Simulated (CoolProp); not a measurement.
The numbers come from the reference Helmholtz-energy equation of state, Wu 2011 in CoolProp.

Give the vapour pressure (bar), liquid density (kg/m³), enthalpy of vaporisation (kJ/kg), vapour viscosity (µPa s) of saturated dimethyl ether at 300.5, 364.5 K.


| T (K) | p (bar) | liquid density (kg/m³) | enthalpy of vaporisation (kJ/kg) | vapour viscosity (µPa s) |
|---|---|---|---|---|
| 300.5 | 6.31 | 658 | 397 | 9.40 |
| 364.5 | 27.9 | 526 | 265 | 12.2 |

Viscosity comes from a separate model (Meng 2012).
